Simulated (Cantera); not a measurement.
A perfectly stirred reactor is fed with 12.0 % CH4, 18.5 % O2, 69.5 % N2, equivalence ratio 1.3, at 9.67 atm; it is adiabatic with a 448 K inlet, and is followed from long to short residence time, starting on the burning branch (τ in s: 0.067, 0.033, 0.017, 0.0083, 0.0041, 0.002, 0.001, 0.00051, 0.00025, 0.00013, 6.2e-05).

Computed with Cantera and GRI-Mech 3.0 (53 species, 325 reactions).

Problem. Predict: blow-out, bracketed by the residence times tried; x(CH4) at τ = 67.0 ms; x(O2) at τ = 67.0 ms; x(HO2) at τ = 67.0 ms; x(C2H6) at τ = 67.0 ms; x(C2H4) at τ = 67.0 ms; x(CH4) at τ = 2.00 ms; x(O2) at τ = 2.00 ms; x(HO2) at τ = 2.00 ms; x(C2H6) at τ = 2.00 ms; x(C2H4) at τ = 2.00 ms.

Solution. 
- blow-out, bracketed by the residence times tried = burning at 0.130 ms, out at 62.0 µs
- x(CH4) at τ = 67.0 ms = 9.22e-5
- x(O2) at τ = 67.0 ms = 4.19e-5
- x(HO2) at τ = 67.0 ms = 1.67e-8
- x(C2H6) at τ = 67.0 ms = 3.59e-9
- x(C2H4) at τ = 67.0 ms = 4.27e-8
- x(CH4) at τ = 2.00 ms = 0.00120
- x(O2) at τ = 2.00 ms = 0.000979
- x(HO2) at τ = 2.00 ms = 4.52e-7
- x(C2H6) at τ = 2.00 ms = 9.74e-7
- x(C2H4) at τ = 2.00 ms = 1.02e-5
